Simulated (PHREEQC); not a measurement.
Dissolve 0.00017 mol CdSO4 per kg of water at 20 °C. Closed to the air; pH follows from the charge balance.

All values are PHREEQC results (ion-association model, phreeqc.dat), not measurements.

Precipitation was switched off in this run.

**Question.** Estimate the pH.

**Answer.** pH 6.91.

**Question.** In which forms is S present?

**Answer.** SO4-2 96 %, CdSO4 3.5 % of the S.
